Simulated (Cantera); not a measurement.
Feed: 1 mol Ta2O5, 1300 mol H2, held at 0.00120 bar.

Cantera equilibrium calculation (NASA polynomials, part measured and part estimated; ideal gas, pure solids and liquids). Candidate condensed phases: H2O, Ta, Ta2O5; 12 gas species. Mutual solubility and eutectic melting of coexisting phases are not modelled. Condensed phases not in the tables: N, O or C dissolved in the metal. Equilibrium is a limit: real reactors are often held back by kinetics, nucleation or transport.

x: gas mole fraction; n: condensed amount in mol.

```json
[
 {"T (K)": "875", "x H2": "1.00", "x H": "?", "x H2O": "1.28e-8", "n Ta2O5(s)": "1.000", "n Ta(s)": "0"},
 {"T (K)": "925", "x H2": "1.00", "x H": "?", "x H2O": "4.17e-8", "n Ta2O5(s)": "1.000", "n Ta(s)": "0"},
 {"T (K)": "975", "x H2": "1.00", "x H": "?", "x H2O": "1.19e-7", "n Ta2O5(s)": "1.000", "n Ta(s)": "0"},
 {"T (K)": "1025", "x H2": "1.00", "x H": "?", "x H2O": "3.08e-7", "n Ta2O5(s)": "1.000", "n Ta(s)": "0"},
 {"T (K)": "1075", "x H2": "1.000", "x H": "?", "x H2O": "7.22e-7", "n Ta2O5(s)": "1.000", "n Ta(s)": "0.000376"},
 {"T (K)": "1125", "x H2": "1.000", "x H": "?", "x H2O": "1.57e-6", "n Ta2O5(s)": "1.000", "n Ta(s)": "0.000815"},
 {"T (K)": "1175", "x H2": "1.000", "x H": "?", "x H2O": "3.17e-6", "n Ta2O5(s)": "0.999", "n Ta(s)": "0.00165"},
 {"T (K)": "1225", "x H2": "1.000", "x H": "?", "x H2O": "6.04e-6", "n Ta2O5(s)": "0.998", "n Ta(s)": "0.00314"},
 {"T (K)": "1275", "x H2": "1.000", "x H": "?", "x H2O": "1.09e-5", "n Ta2O5(s)": "0.997", "n Ta(s)": "0.00568"},
 {"T (K)": "1325", "x H2": "1.000", "x H": "?", "x H2O": "1.88e-5", "n Ta2O5(s)": "0.995", "n Ta(s)": "0.00980"},
 {"T (K)": "1375", "x H2": "1.000", "x H": "?", "x H2O": "3.12e-5", "n Ta2O5(s)": "0.992", "n Ta(s)": "0.0162"},
 {"T (K)": "1425", "x H2": "1.000", "x H": "?", "x H2O": "4.97e-5", "n Ta2O5(s)": "0.987", "n Ta(s)": "0.0258"}
]
```

### Question
Fill in the missing entries.

### Answer

- 875, x H: 1.45e-9
- 925, x H: 7.52e-9
- 975, x H: 3.30e-8
- 1025, x H: 1.26e-7
- 1075, x H: 4.24e-7
- 1125, x H: 1.28e-6
- 1175, x H: 3.54e-6
- 1225, x H: 9.00e-6
- 1275, x H: 2.13e-5
- 1325, x H: 4.72e-5
- 1375, x H: 9.89e-5
- 1425, x H: 0.000197
